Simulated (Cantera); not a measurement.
A closed system holds: 1 mol Si3N4, a varied amount of N2O, 4.5 mol H2, equilibrated at 1550 °C and 0.133 bar.

These are equilibrium values from Cantera (NASA tables, ideal gas, pure condensed phases), not measurements of a reactor. Candidate condensed phases: H2O, Si, SiO2, Si2N2O, Si3N4; 35 gas species. Mutual solubility and eutectic melting of coexisting phases are not modelled. Gases not in the tables: Si2H6 and higher silanes. The numbers say what is thermodynamically allowed, not how fast it happens.

**Question.** At 0.12 mol N2O, list the 6 most abundant gas species with their mole fractions, and the condensed phases.

**Answer.** H2 0.899, N2 0.0959, SiO 0.00353, H 0.00113, Si 3.32e-5, SiH2 3.16e-5. Condensed: Si(l) + Si2N2O(s) + Si3N4(s).
